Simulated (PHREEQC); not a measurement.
A column of 0.1 m (40 cells, dispersivity 0.008 m, 720 s a shift, diffusion coefficient 3e-10 m²/s) holds 0.00079 eq of the database's cation exchanger X per kg of pore water, first in equilibrium with 0.036 mol LiCl, 0.0026 mol KCl and 1e-05 mol HCl per kg of water. It is flushed with 0.00071 mol SrCl2 and 1e-05 mol HCl per kg of water, at 40 °C. Values are for the last cell. CO2 from the air is kept out. No solid was allowed to form.

Base run: PHREEQC, ion-association model, phreeqc.dat. Each further column changes one thing. The table gives K in solution (mol/kgw).

```
pore volumes      base  exchange capacity from 0.00079 to 0.0004 eq/kgw  dispersivity from 0.008 to 0.016 m
------------  --------  -----------------------------------------------  ----------------------------------
0              0.00260                                          0.00260                             0.00260
0.3875         0.00258                                          0.00258                             0.00249
0.6375         0.00223                                          0.00224                             0.00201
1.012          0.00129                                          0.00120                             0.00124
1.387         0.000583                                         0.000452                            0.000624
1.637         0.000277                                         0.000216                            0.000381
2.013          8.72e-5                                          6.72e-5                            0.000179
2.388          2.66e-5                                          2.01e-5                             8.35e-5
2.638          1.20e-5                                          8.86e-6                             5.02e-5
3.013          3.56e-6                                          2.57e-6                             2.34e-5
3.388          1.06e-6                                          7.41e-7                             1.09e-5
3.638          4.69e-7                                          3.22e-7                             6.53e-6
4.013          1.38e-7                                          9.24e-8                             3.04e-6
```

Away from 25 °C the constants follow the database's enthalpies or fits; those with neither stay at their 25 °C values.
